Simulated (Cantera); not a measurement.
# Silicon oxide and oxynitride deposition: SiCl4 + O2

Feed: 1 mol SiCl4, 6.2 mol O2, held at 577 °C and 80.0 Pa.

Method: chemical equilibrium by Gibbs-energy minimisation in Cantera with the NASA 1993 tables (ideal gas, pure condensed phases). Candidate condensed phases: Si, SiO2; 15 gas species. Equilibrium is a limit: real reactors are often held back by kinetics, nucleation or transport.

- x(O2): 0.722
- x(Cl2): 0.277
- x(Cl): 0.000520
- x(ClO): 1.25e-6
- n(SiO2(β-quartz)): 1.00 mol
- gas amount: 7.202 mol
- log10 activity of Si(s) (absent): -43.25
